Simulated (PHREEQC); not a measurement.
Consider water at 25 °C with 0.065 mol NaHCO3 and 0.00079 mol H4SiO4 per kg of water. Closed to the air; pH follows from the charge balance.

All values are PHREEQC results (Pitzer model, pitzer.dat), not measurements.

No solid was allowed to form.

**Question.** Estimate the pH, osmotic coefficient, density.

**Answer.** pH 8.10; osmotic coefficient 0.946; density 1.001 g/cm³.

**Question.** In which forms is Si present?

**Answer.** H4SiO4 98 %, H3SiO4- 2.4 % of the Si.

Species that the database lacks are ignored.
